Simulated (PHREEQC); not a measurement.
Consider water at 25 °C with 0.005 mol PbCl2 and 0.0064 mol Na2SO4 per kg of water. Closed to the air; pH follows from the charge balance.

Equilibrium calculation in PHREEQC: ion-association model, phreeqc.dat.

```csv
quantity,before,after
pH,5.30,3.98
ionic strength (mol/kgw),0.0252,0.0410
Cl- (mol/kgw),0.00946,0.00955
SO4-2 (mol/kgw),0.00431,0.00635
HSO4- (mol/kgw),1.34e-6,3.77e-5
```

### Question
What was changed between the two runs?
A) Na2SO4 replaced by Al2(SO4)3 at the same molality
B) PbCl2 from 0.005 to 0.0005 mol/kgw
C) temperature from 25 to 15 °C
D) temperature from 25 to 80 °C
E) PbCl2 replaced by LiCl at the same molality

### Answer
A, Na2SO4 replaced by Al2(SO4)3 at the same molality

This is a speciation only: nothing precipitates in the calculation. Some of these states are supersaturated (in Anglesite, Gibbsite (slow to form), for instance).
